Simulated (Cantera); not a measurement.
**Thermodynamics of silicon nitride deposition, feed SiCl₄ + NH₃ + N₂**

Input: 1 mol SiCl₄, 1.2 mol NH₃, 5.1 mol N₂, held at 0.750 Torr.

Method: chemical equilibrium by Gibbs-energy minimisation in Cantera with the NASA 1993 tables (ideal gas, pure condensed phases). Candidate condensed phases: NH₄Cl, Si, Si₃N₄; 28 gas species. The tables' values for SiCl₃, SiCl, SiN are old estimates; treat these amounts as uncertain. Equilibrium is a limit: real reactors are often held back by kinetics, nucleation or transport.

```csv
T (K),x N₂,x HCl,x SiCl₂,x H₂,x Cl,x SiCl₄,x H,x Si,n Si₃N₄(s)
998,0.610,0.273,1.50e-5,0.0706,6.50e-8,0.0466,1.81e-8,<1e-12,0.197
1098,0.608,0.282,0.000318,0.0656,7.72e-7,0.0433,2.00e-7,<1e-12,0.203
1198,0.606,0.286,0.00385,0.0625,5.97e-6,0.0376,1.50e-6,1.61e-12,0.200
1298,0.603,0.273,0.0261,0.0647,3.07e-5,0.0229,8.62e-6,3.45e-10,0.157
1398,0.602,0.223,0.0781,0.0817,9.61e-5,0.00517,4.28e-5,3.40e-8,0.0442
1498,0.602,0.204,0.0992,0.0882,0.000300,0.000947,0.000161,6.61e-7,0
1598,0.601,0.206,0.102,0.0863,0.000935,0.000237,0.000494,5.62e-6,0
1698,0.599,0.206,0.103,0.0856,0.00250,6.68e-5,0.00134,3.80e-5,0
1798,0.597,0.203,0.103,0.0854,0.00593,2.09e-5,0.00325,0.000212,0
1898,0.593,0.198,0.101,0.0848,0.0127,7.14e-6,0.00720,0.000994,0
1998,0.585,0.190,0.0958,0.0824,0.0250,2.59e-6,0.0146,0.00387,0
2098,0.569,0.181,0.0831,0.0759,0.0470,9.78e-7,0.0268,0.0117,0
```
x: gas mole fraction; n: condensed amount in mol.

From 998 K to 1398 K the condensed part is Si₃N₄(s). From 1498 K to 2098 K nothing is condensed. The main Si-bearing gas is SiCl₄ at 998 K and SiCl₂ at 2098 K.
